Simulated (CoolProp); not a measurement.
Vapour-liquid equilibrium of diethyl ether (1) + ethanol (2) at 324.1 K; x and y are mole fractions of (1).

Values from CoolProp's multi-fluid Helmholtz-energy mixture model, Thol 2014 and Schroeder 2014; pair parameters Bell 2016.

| x | bubble pressure (kPa) | y at the bubble point | dew pressure at overall composition x (kPa) | liquid density (mol/L) |
|---|---|---|---|---|
| 0.05 | 48.24 | ___ | 32.28 | 15.97 |
| 0.2 | ___ | 0.708 | 37.85 | 14.42 |
| 0.35 | 115.6 | 0.801 | 45.72 | ___ |
| 0.5 | 132.7 | ___ | 57.61 | 11.94 |
| 0.65 | 145.7 | 0.883 | 77.51 | 10.95 |
| 0.8 | 158.0 | 0.922 | ___ | ___ |
| 0.95 | 171.3 | ___ | 165.5 | 9.351 |

Q: Complete the blanks.

A: 
- 0.05, y at the bubble point: 0.388
- 0.2, bubble pressure (kPa): 89.23
- 0.35, liquid density (mol/L): 13.09
- 0.5, y at the bubble point: 0.848
- 0.8, dew pressure at overall composition x (kPa): 115.2
- 0.8, liquid density (mol/L): 10.09
- 0.95, y at the bubble point: 0.976

No azeotrope shows between x = 0.05 and 0.95.

The pair parameters rest on a limited set of measurements; away from them the model extrapolates.
